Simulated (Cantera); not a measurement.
A perfectly stirred reactor is fed with C2H6 : N2 = 0.1 : 8.7 (molar parts), at 0.0263 atm; it is held at 1725 K, and followed from long to short residence time.

Model: GRI-Mech 3.0 (53 species, 325 reactions), integrated in Cantera. GRI-Mech 3.0 stops at C3 and has no aromatics, soot or wall deposition, so with more carbon than oxygen in the feed, carbon stays in small species such as C2H2 where larger ones or solid carbon would form. Radical loss at walls, strong at low pressure, is not modelled.

One state of this run: x C2H6 = 0.000443; x C2H2 = 0.00726; x CH3 = 0.00176; x C2H = 1.65e-6; x C2H4 = 0.00153; x H = 0.000538. x: mole fraction; the columns are a selection and need not sum to one.

Question: Which value of τ (s) does it belong to?
A. 0.013
B. 0.068
C. 0.023
D. 0.0076

Answer: D, 0.0076
